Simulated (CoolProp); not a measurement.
Vapour-liquid equilibrium of isohexane (1) + n-hexane (2) at 321.3 K; x and y are mole fractions of (1).

Values from CoolProp's multi-fluid Helmholtz-energy mixture model, Lemmon 2006 and Thol 2019; pair parameters Bell 2016.

### Question
Give the bubble pressure and the first vapour's composition at x = 0.5, 0.8, 0.875. Is there an azeotrope?

### Answer
x = 0.5: 0.05975 MPa, y = 0.571; x = 0.8: 0.06476 MPa, y = 0.839; x = 0.875: 0.06594 MPa, y = 0.900. No azeotrope shows between x = 0.05 and 0.95.

Pair parameters are fitted to limited data, so mixtures are less certain than the pure fluids.
